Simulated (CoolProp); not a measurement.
R113 at several states: density (kg/m³) from the reference equation and from simpler models built on Tc = 487.2 K, pc = 3.392 MPa, ω = 0.253; each cubic takes its own stable root.

Computed with CoolProp (reference Helmholtz-energy equation of state, Marx 1992).

```tsv
T (K)	p (MPa)	phase	reference
290.2	0.713	liquid	1584
340.8	0.0149	gas	0.9899
311.4	1.28	liquid	1535
249.1	0.0184	liquid	1677
418.5	19.5	liquid	1359
```

### Question
How far does each simpler model (van der Waals, Soave-Redlich-Kwong, Peng-Robinson) lie from the reference over these 5 states: mean and median of the absolute difference, and the worst?

### Answer
- van der Waals: mean 41.4 %, median 38.2 %, worst -99.9 % at 249.1 K and 0.0184 MPa
- Soave-Redlich-Kwong: mean 5.2 %, median 6.8 %, worst -7.6 % at 249.1 K and 0.0184 MPa
- Peng-Robinson: mean 4.2 %, median 5.0 %, worst +6.9 % at 418.5 K and 19.5 MPa

At some of these states van der Waals gives the other phase, because its saturation line lies elsewhere.
